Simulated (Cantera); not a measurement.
Chlorosilane synthesis and conversion: SiCl4 + H2

A closed system holds: 1 mol SiCl4, 0.61 mol H2, held at 5.30 bar.

Method: chemical equilibrium by Gibbs-energy minimisation in Cantera with the NASA 1993 tables (ideal gas, pure condensed phases). Candidate condensed phases: Si; 19 gas species. The tables' values for SiCl3 are old estimates; treat these amounts as uncertain. Rates play no part.

From 700 K to 1225 K nothing is condensed. The main Si-bearing gas is SiCl4 throughout.

| T (K) | x SiCl4 | x H2 | x HCl | x SiHCl3 | x SiCl3 |
|---|---|---|---|---|---|
| 700 | 0.614 | 0.372 | 0.00684 | 0.00683 | 3.35e-7 |
| 775 | 0.609 | 0.367 | 0.0120 | 0.0120 | 3.54e-6 |
| 850 | 0.602 | 0.360 | 0.0190 | 0.0189 | 2.45e-5 |
| 925 | 0.593 | 0.351 | 0.0277 | 0.0273 | 0.000123 |
| 1000 | 0.583 | 0.341 | 0.0379 | 0.0369 | 0.000478 |
| 1075 | 0.571 | 0.330 | 0.0497 | 0.0471 | 0.00152 |
| 1150 | 0.558 | 0.317 | 0.0631 | 0.0569 | 0.00407 |
| 1225 | 0.541 | 0.304 | 0.0789 | 0.0649 | 0.00936 |
x: gas mole fraction; nothing condenses.
